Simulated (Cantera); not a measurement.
Thermodynamics of abatement and gas-phase synthesis, feed N2O + SO2

A closed system holds: 1 mol N2O, 0.017 mol SO2, held at 140000 Pa.

Equilibrium computed with Cantera from the NASA thermochemical tables; the gas is ideal and each condensed phase is pure. Candidate condensed phases: S; 17 gas species. Equilibrium is a limit: real reactors are often held back by kinetics, nucleation or transport.

```json
[
 {"T (K)": "1300", "log p N2": "-0.03", "log p O2": "-0.34", "log p NO": "-3.20", "log p SO2": "-1.84", "log p O": "-6.92"},
 {"T (K)": "1400", "log p N2": "-0.04", "log p O2": "-0.34", "log p NO": "-2.94", "log p SO2": "-1.82", "log p O": "-6.19"},
 {"T (K)": "1500", "log p N2": "-0.04", "log p O2": "-0.34", "log p NO": "-2.71", "log p SO2": "-1.82", "log p O": "-5.56"},
 {"T (K)": "1600", "log p N2": "-0.04", "log p O2": "-0.34", "log p NO": "-2.51", "log p SO2": "-1.81", "log p O": "-5.01"},
 {"T (K)": "1700", "log p N2": "-0.04", "log p O2": "-0.34", "log p NO": "-2.33", "log p SO2": "-1.81", "log p O": "-4.52"},
 {"T (K)": "1800", "log p N2": "-0.04", "log p O2": "-0.34", "log p NO": "-2.18", "log p SO2": "-1.81", "log p O": "-4.08"},
 {"T (K)": "1900", "log p N2": "-0.04", "log p O2": "-0.34", "log p NO": "-2.04", "log p SO2": "-1.81", "log p O": "-3.70"},
 {"T (K)": "2000", "log p N2": "-0.04", "log p O2": "-0.34", "log p NO": "-1.92", "log p SO2": "-1.81", "log p O": "-3.35"},
 {"T (K)": "2100", "log p N2": "-0.04", "log p O2": "-0.34", "log p NO": "-1.80", "log p SO2": "-1.81", "log p O": "-3.03"},
 {"T (K)": "2200", "log p N2": "-0.04", "log p O2": "-0.35", "log p NO": "-1.70", "log p SO2": "-1.81", "log p O": "-2.74"},
 {"T (K)": "2300", "log p N2": "-0.04", "log p O2": "-0.35", "log p NO": "-1.61", "log p SO2": "-1.81", "log p O": "-2.48"},
 {"T (K)": "2400", "log p N2": "-0.04", "log p O2": "-0.35", "log p NO": "-1.53", "log p SO2": "-1.81", "log p O": "-2.24"},
 {"T (K)": "2500", "log p N2": "-0.04", "log p O2": "-0.36", "log p NO": "-1.45", "log p SO2": "-1.81", "log p O": "-2.02"},
 {"T (K)": "2600", "log p N2": "-0.05", "log p O2": "-0.37", "log p NO": "-1.38", "log p SO2": "-1.81", "log p O": "-1.82"}
]
```
log p: log10 of the partial pressure in bar; nothing condenses.

From 1300 K to 2600 K nothing is condensed.
